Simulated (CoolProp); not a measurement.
A simple Rankine cycle with n-perfluorohexane: condensing at 289.15 K, boiler at 0.621 MPa, turbine inlet 449 K, turbine efficiency 0.65, pump efficiency 0.7, no recuperator. Each further row changes one setting.

Values from CoolProp's reference Helmholtz-energy equation of state, Gao 2022.

```tsv
case	thermal efficiency (%)	net work (kJ/kg)	heat in (kJ/kg)	turbine exit temperature (K)	volume ratio over the turbine
as stated	9.4	22.2	236	420.7	34.4
condensing temperature 281.15 K	…	24.7	…	418.1	…
boiler pressure 0.435 MPa	8.6	20.4	238	424.6	23.1
turbine efficiency 0.55	…	…	236	424.3	…
```

Task: Some entries are withheld; supply them.

Result: 
- condensing temperature 281.15 K, thermal efficiency (%): 10.1
- condensing temperature 281.15 K, heat in (kJ/kg): 244
- condensing temperature 281.15 K, volume ratio over the turbine: 50.6
- turbine efficiency 0.55, thermal efficiency (%): 7.9
- turbine efficiency 0.55, net work (kJ/kg): 18.7
- turbine efficiency 0.55, volume ratio over the turbine: 34.7
